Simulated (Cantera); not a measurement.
Feed: 1 mol B2O3, 2.6 mol N2, 1.5 mol H2, held at 1200 °C and 0.0110 bar.

Method: chemical equilibrium by Gibbs-energy minimisation in Cantera with the NASA 1993 tables (ideal gas, pure condensed phases). Candidate condensed phases: B, BN, B2O3, B3O3H3, H2O; 39 gas species. N2 is the only nitrogen source here; it is nearly inert below about 1500 K, so the nitride shown seldom forms there in practice. Mutual solubility and eutectic melting of coexisting phases are not modelled. Equilibrium is a limit: real reactors are often held back by kinetics, nucleation or transport.

Base state: N2 0.631, H2 0.361, HBO2 0.00422, HBO 0.00129, B2O3 0.00112, H2O 0.000543, H 7.25e-5, B2O2 3.71e-5 (mole fractions); condensed: BN(s) + B2O3(l).

**Question.** What changes in the equilibrium state with this change: pressure from 0.0110 bar to 0.590 bar?

**Answer.** 
| species | before | after |
|---|---|---|
| N2 | 0.631 | 0.633 |
| H2 | 0.361 | 0.363 |
| H2O | 0.000543 | 0.00206 |
| HBO2 | 0.00422 | 0.00112 |
| B2O2 | 3.71e-5 | 1.83e-7 |
| B2O3 | 0.00112 | 2.09e-5 |
| BN(s), mol | 0.00539 | 0.00704 |
| B2O3(l), mol | 0.981 | 0.994 |
Gases not in the tables: H3BO3.

**Question.** What changes in the equilibrium state with this change: pressure from 0.0110 bar to 0.00133 bar?

**Answer.** 
```
species        before     after
------------  -------  --------
N2              0.631     0.623
H2              0.361     0.353
B2O3          0.00112   0.00927
B2O2          3.71e-5  0.000622
BO            7.04e-6   8.28e-5
HBO           0.00129   0.00523
BN(s), mol    0.00539   0.00331
B2O3(l), mol    0.981     0.929
```

**Question.** What changes in the equilibrium state with this change: B2O3 replaced by borazine?

**Answer.** 
```tsv
species	before	after
H2	0.361	0.634
N2	0.631	0.366
H	7.25e-5	9.60e-5
HBO2	0.00422	0
HBO	0.00129	0
B2O3	0.00112	0
H2O	0.000543	0
B2O2	3.71e-5	0
BN(s), mol	0.00539	3.00
B2O3(l), mol	0.981	0
```
The feed counts by its element totals alone.
